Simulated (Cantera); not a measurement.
Input: 1 mol Nb2O5, 1.8 mol H2, at 1723.15 K and 0.100 bar.

These are equilibrium values from Cantera (NASA tables, ideal gas, pure condensed phases), not measurements of a reactor. Candidate condensed phases: H2O, Nb, NbO, NbO2, Nb2O5; 12 gas species. Mutual solubility and eutectic melting of coexisting phases are not modelled. Condensed phases not in the tables: the oxides between NbO2 and Nb2O5. Equilibrium is a limit: real reactors are often held back by kinetics, nucleation or transport.

### Question
What is the equilibrium state?

### Answer
```
Quantity                             Result
--------------------------------  ---------
x(H2)                                 0.831
x(H2O)                                0.169
x(H)                               0.000526
x(OH)                               5.86e-6
n(NbO2(s))                        0.608 mol
n(Nb2O5(s))                       0.696 mol
gas amount                        1.800 mol
log10 activity of Nb(s) (absent)      -4.46
```
